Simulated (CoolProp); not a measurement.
Computed with CoolProp (reference Helmholtz-energy equation of state, Gao 2022).

Task: For n-perfluorohexane, give the phase and the density (kg/m³), cp (kJ/(kg K)), Joule-Thomson coefficient (K/MPa), fugacity coefficient at 450 K and 21.8 bar; 450 K and 43.5 bar; 450 K and 174 bar.

Result: 
- 450 K and 21.8 bar: supercritical; density 958, cp 1.65, Joule-Thomson coefficient 4.40, fugacity coefficient 0.554
- 450 K and 43.5 bar: supercritical; density 1150, cp 1.28, Joule-Thomson coefficient 0.819, fugacity coefficient 0.333
- 450 K and 174 bar: supercritical; density 1370, cp 1.17, Joule-Thomson coefficient -0.122, fugacity coefficient 0.209
